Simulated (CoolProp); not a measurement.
Sulfur dioxide along the isotherm 525 K: Z from the reference equation and from simpler models built on Tc = 430.6 K, pc = 7.887 MPa, ω = 0.256; each cubic takes its own stable root.

Model: reference Helmholtz-energy equation of state, Gao 2016, in CoolProp.

```
p (MPa)          phase  reference
-------  -------------  ---------
2.5                gas     0.9449
5                  gas     0.8876
7.5                gas     0.8284
10       supercritical     0.7684
12.5     supercritical     0.7097
15       supercritical     0.6558
17.5     supercritical     0.6125
20       supercritical     0.5857
22.5     supercritical     0.5758
25       supercritical     0.5790
27.5     supercritical     0.5907
30       supercritical     0.6077
32.5     supercritical     0.6281
35       supercritical     0.6505
```

Question: How far does each simpler model (van der Waals, Redlich-Kwong, Soave-Redlich-Kwong, Peng-Robinson) lie from the reference over these 14 states: mean and median of the absolute difference, and the worst?

Answer: 
- van der Waals: mean 9.0 %, median 9.0 %, worst +20.2 % at 525 K and 35 MPa
- Redlich-Kwong: mean 3.6 %, median 3.6 %, worst +6.2 % at 525 K and 35 MPa
- Soave-Redlich-Kwong: mean 8.8 %, median 10.9 %, worst +15.1 % at 525 K and 27.5 MPa
- Peng-Robinson: mean 3.9 %, median 4.2 %, worst +7.1 % at 525 K and 25 MPa
